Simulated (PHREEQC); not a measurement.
0.099 g of hydrous ferric oxide (600 m²/g; 0.2 weak and 0.005 strong sites per Fe, Dzombak-Morel constants, diffuse double layer) in 1 kg of water with 0.01 mol/kgw of an inert sodium salt and 0.0058 mmol/kgw BaCl2, at 25 °C; the pH is set by adding NaOH or the inert anion's acid. O2 is buffered at 0.21 atm. The system is closed to CO2. Precipitation was switched off in this run.

Base run: PHREEQC, ion-association model, wateq4f.dat. Each further column changes one thing. The table gives surface charge σ (C/m²).

```json
[
 {"pH": "3", "base": "0.325", "background salt from 0.01 to 0.001 mol/kgw": "___", "oxide from 0.099 to 0.49 g/kgw": "0.326"},
 {"pH": "3.5", "base": "0.275", "background salt from 0.01 to 0.001 mol/kgw": "___", "oxide from 0.099 to 0.49 g/kgw": "0.276"},
 {"pH": "4.5", "base": "0.160", "background salt from 0.01 to 0.001 mol/kgw": "0.079", "oxide from 0.099 to 0.49 g/kgw": "0.161"},
 {"pH": "5", "base": "0.113", "background salt from 0.01 to 0.001 mol/kgw": "___", "oxide from 0.099 to 0.49 g/kgw": "0.114"},
 {"pH": "5.5", "base": "0.077", "background salt from 0.01 to 0.001 mol/kgw": "___", "oxide from 0.099 to 0.49 g/kgw": "0.077"},
 {"pH": "6.5", "base": "0.030", "background salt from 0.01 to 0.001 mol/kgw": "___", "oxide from 0.099 to 0.49 g/kgw": "0.030"},
 {"pH": "7", "base": "0.017", "background salt from 0.01 to 0.001 mol/kgw": "___", "oxide from 0.099 to 0.49 g/kgw": "0.017"},
 {"pH": "7.5", "base": "0.008", "background salt from 0.01 to 0.001 mol/kgw": "___", "oxide from 0.099 to 0.49 g/kgw": "0.008"},
 {"pH": "8.5", "base": "-0.004", "background salt from 0.01 to 0.001 mol/kgw": "-0.001", "oxide from 0.099 to 0.49 g/kgw": "-0.005"},
 {"pH": "9", "base": "-0.012", "background salt from 0.01 to 0.001 mol/kgw": "-0.004", "oxide from 0.099 to 0.49 g/kgw": "-0.013"}
]
```

Some entries are withheld; supply them.


- 3, background salt from 0.01 to 0.001 mol/kgw: 0.254
- 3.5, background salt from 0.01 to 0.001 mol/kgw: 0.175
- 5, background salt from 0.01 to 0.001 mol/kgw: 0.051
- 5.5, background salt from 0.01 to 0.001 mol/kgw: 0.032
- 6.5, background salt from 0.01 to 0.001 mol/kgw: 0.011
- 7, background salt from 0.01 to 0.001 mol/kgw: 0.006
- 7.5, background salt from 0.01 to 0.001 mol/kgw: 0.003

The oxide is taken as insoluble; below pH 4 it would dissolve.
